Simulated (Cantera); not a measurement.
**Ignition delay**

Mixture: 10.4 % CH4, 5.90 % H2, 16.9 % O2, 63.6 % N2, 3.31 % H2O, at 1.00 atm, adiabatic and at constant volume. Ignition delay is the time to a rise of 400 K.

Detailed kinetics in Cantera: GRI-Mech 3.0 (53 species, 325 reactions).

```json
[
 {"T0 (K)": "1450", "delay (ms)": "0.336"},
 {"T0 (K)": "1525", "delay (ms)": "0.207"},
 {"T0 (K)": "1600", "delay (ms)": "0.134"},
 {"T0 (K)": "1675", "delay (ms)": "0.0896"},
 {"T0 (K)": "1750", "delay (ms)": "0.0618"}
]
```

apparent activation energy between 1600 and 1750 K: 120 kJ/mol
